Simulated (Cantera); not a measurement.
A perfectly stirred reactor is fed with 13.9 % H₂, 7.15 % O₂, 78.7 % N₂, 0.305 % NO, at 0.630 bar; it is adiabatic with a 725 K inlet, and is followed from long to short residence time, starting on the burning branch (τ in s: 0.025, 0.0094, 0.0035, 0.0013, 0.00047, 0.00017, 6.5e-05, 2.4e-05, 8.8e-06).

Cantera simulation using GRI-Mech 3.0 (53 species, 325 reactions); the numbers are that mechanism's predictions, not measurements. The mechanism lacks 2 NO + O2 → 2 NO2 and HONO, so NO2 and the effect of NO are under-described below about 1400 K.

Q: Predict: blow-out, bracketed by the residence times tried; x(H₂) at τ = 25.0 ms; x(O₂) at τ = 25.0 ms; x(NO) at τ = 25.0 ms; x(H₂O₂) at τ = 25.0 ms; x(OH) at τ = 25.0 ms; x(H₂) at τ = 0.470 ms; x(O₂) at τ = 0.470 ms; x(NO) at τ = 0.470 ms; x(H₂O₂) at τ = 0.470 ms; x(OH) at τ = 0.470 ms.

A: 
| Item | Result |
|---|---|
| blow-out, bracketed by the residence times tried | burning at 0.170 ms, out at 65.0 µs |
| x(H₂) at τ = 25.0 ms | 0.00603 |
| x(O₂) at τ = 25.0 ms | 0.00506 |
| x(NO) at τ = 25.0 ms | 0.00299 |
| x(H₂O₂) at τ = 25.0 ms | 1.32e-7 |
| x(OH) at τ = 25.0 ms | 0.00199 |
| x(H₂) at τ = 0.470 ms | 0.0188 |
| x(O₂) at τ = 0.470 ms | 0.0137 |
| x(NO) at τ = 0.470 ms | 0.00318 |
| x(H₂O₂) at τ = 0.470 ms | 1.00e-6 |
| x(OH) at τ = 0.470 ms | 0.00302 |
